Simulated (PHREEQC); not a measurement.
# Brine

A solution holds 3.8 mol/kgw KCl and 0.13 mol/kgw NaHCO3, at 14 °C. Closed to the air; pH follows from the charge balance.

Computed with PHREEQC (Pitzer model, pitzer.dat).

No solid was allowed to form.

Estimate the pH, activity of water.

pH 7.78; activity of water 0.874.

In which forms is C present?

HCO3- 97 %, CO2 1.7 %, CO3-2 1.7 % of the C.

Species that the database lacks are ignored. In brines, pH and single-ion activities rest on the MacInnes convention. At this temperature some constants are extrapolated from 25 °C, and those without enthalpy data are left unchanged.
